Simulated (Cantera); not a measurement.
A closed system holds: 1 mol SiHCl₃, 4.7 mol NH₃, at 1325 °C and 1.33 mbar.

Cantera equilibrium calculation (NASA polynomials, part measured and part estimated; ideal gas, pure solids and liquids). Candidate condensed phases: NH₄Cl, Si, Si₃N₄; 28 gas species. The tables' values for SiCl₃, SiCl are old estimates; treat these amounts as uncertain. The numbers say what is thermodynamically allowed, not how fast it happens.

Base state: H₂ 0.605, N₂ 0.206, HCl 0.114, SiCl₂ 0.0737, H 0.00114, SiCl₃ 0.000542, Cl 0.000169, SiCl 0.000125 (mole fractions); condensed: Si(s).

Problem. What changes in the equilibrium state with this change: NH₃ from 4.7 to 12 mol?

Solution. 
```
species          before    after
-------------  --------  -------
H₂                0.605    0.683
N₂                0.206    0.223
HCl               0.114   0.0689
SiCl₂            0.0737   0.0235
SiCl₃          0.000542  9.88e-5
SiCl           0.000125  7.01e-5
Cl             0.000169  9.63e-5
Si(s), mol        0.151        0
Si₃N₄(s), mol         0    0.129
```
